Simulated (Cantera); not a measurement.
Cantera run:

```python
import numpy as np
import cantera as ct

gas_names = """
    AL ALCL ALCL2 ALCL3 ALO ALOCL ALO2 AL2 AL2CL6 AL2O AL2O2 CL CLO CL2 O O2 O3
""".split()
cond_names = """
    AL(cr) AL(L) ALCL3(s) ALCL3(L) AL2O3(a) AL2O3(L)
""".split()


# ... load() reads the species with a 1 bar reference pressure and builds the phases ...
atoms = {
    'Al2O3': {'AL': 2, 'O': 3},
    'Cl2': {'CL': 2},
}
top_T = {}  # K; cautious upper limits of use, not melting points


# ... equilibrate(T, P, feed) seeds the gas with the atoms and calls Mixture.equilibrate('TP', solver="vcs", rtol=1e-11, max_steps=5000) ...
results = []
feed = {'Al2O3': 1, 'Cl2': 2.4}  # mol
P = 1333.22  # Pa
for T in [823, 873, 923, 973, 1023, 1073, 1123, 1173, 1223, 1273]:
    mix = equilibrate(T, P, feed)
    results.append((T, P, feed, dict(zip(mix.species_names, mix.species_moles))))

top = {s: max(r[3][s] / sum(r[3][g] for g in gas_names) for r in results) for s in gas_names}
cols = sorted((s for s in top if top[s] > 1e-06), key=lambda s: -top[s])[:7]
seen = [c for c in cond_names if any(r[3].get(c, 0) > 1e-12 for r in results)]
print("log10 of partial pressures in bar; condensed amounts in mol")
print(f"{'T/K':>10s}" + "".join(f"{s[:9]:>10s}" for s in cols + seen))
for T, P, feed, n in results:
    ng = sum(n[g] for g in gas_names)
    print(f"{T:10.4g}" + "".join(f"{np.log10(max(n[s] / ng * P / 1e5, 1e-99)):10.3f}" for s in cols)
          + "".join(f"{n.get(c, 0):10.4g}" for c in seen))
```

Output:

```
log10 of partial pressures in bar; condensed amounts in mol
       T/K       CL2        CL     ALCL3        O2       CLO  AL2O3(a)
       823    -1.875    -5.741    -7.540    -7.665   -10.529         1
       873    -1.875    -5.291    -7.020    -7.145    -9.900         1
       923    -1.876    -4.890    -6.558    -6.684    -9.340         1
       973    -1.876    -4.529    -6.145    -6.270    -8.837    0.9999
      1023    -1.877    -4.203    -5.773    -5.899    -8.385    0.9998
      1073    -1.879    -3.908    -5.437    -5.563    -7.977    0.9997
      1123    -1.883    -3.640    -5.134    -5.260    -7.606    0.9993
      1173    -1.889    -3.395    -4.860    -4.986    -7.270    0.9987
      1223    -1.899    -3.173    -4.612    -4.738    -6.966    0.9977
      1273    -1.914    -2.970    -4.389    -4.515    -6.691    0.9962
```

Equilibrium computed with Cantera from the NASA thermochemical tables; the gas is ideal and each condensed phase is pure. Condensed phases not in the tables: AlOCl.
